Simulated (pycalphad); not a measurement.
Freezing of Hf-B alloys with rising B

Source of the numbers: pycalphad with the COST 507 light-alloy database (1999); pressure 1 atm. The database dates from 1999; later assessments differ in places, in temperatures and in the compounds included. Phase fractions are per mole of atoms.

Scheil-Gulliver runs (no diffusion in the solid, steps of 4 K) beside full equilibrium.

| alloy | liquidus (K) | Scheil, half solid (K) | Scheil, 80 % solid (K) | Scheil, invariant end (K) | liquid left at that end | equilibrium solidus (K) |
|---|---|---|---|---|---|---|
| Hf-7.27B (at.%) | 2367 | 2188 | at the invariant end | 2154 | 0.46 | 2154 |
| Hf-29.1B (at.%) | 2669 | at the invariant end | at the invariant end | 2154 | 0.67 | 2154 |
| Hf-43.65B (at.%) | 3224 | 2352 | at the invariant end | 2154 | 0.41 | 2154 |
